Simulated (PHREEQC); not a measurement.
Solution (45 °C): 38 mmol/kgw ZnCl2, 1.3 mmol/kgw Na2SO4 and 1.9 mmol/kgw H2SO4. It is in equilibrium with CO2 at log p = -1 (atm). Otherwise closed; pH follows from the charge balance.

Equilibrium calculation in PHREEQC: ion-association model, phreeqc.dat.

The pH is 2.54 and the ionic strength is 0.107 mol/kgw. The density is 0.995 g/cm³ and the total alkalinity is -3.80 meq/kg.

| species | molality | activity | log γ |
|---|---|---|---|
| Cl- | 0.0707 | 0.0533 | -0.122 |
| Zn+2 | 0.0314 | 0.0112 | -0.448 |
| ZnCl+ | 0.00485 | 0.00367 | -0.121 |
| H+ | 0.00351 | 0.00287 | -0.088 |
| Na+ | 0.00259 | 0.00201 | -0.111 |
| CO2 | 0.00209 | 0.00214 | 0.011 |
| ZnSO4 | 0.00147 | 0.00150 | 0.011 |

No solid was allowed to form. Species that the database lacks are ignored. Away from 25 °C the constants follow the database's enthalpies or fits; those with neither stay at their 25 °C values.
